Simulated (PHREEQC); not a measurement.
Solution (25 °C): 0.0026 mol/kgw (NH4)2SO4. Closed to the air; pH follows from the charge balance.

All values are PHREEQC results (ion-association model, wateq4f.dat), not measurements.

No solid was allowed to form.

Q: Estimate the pH.

A: pH 5.84.

Q: In which forms is S present?

A: SO4-2 96 %, NH4SO4- 4.4 % of the S.

Species that the database lacks are ignored.
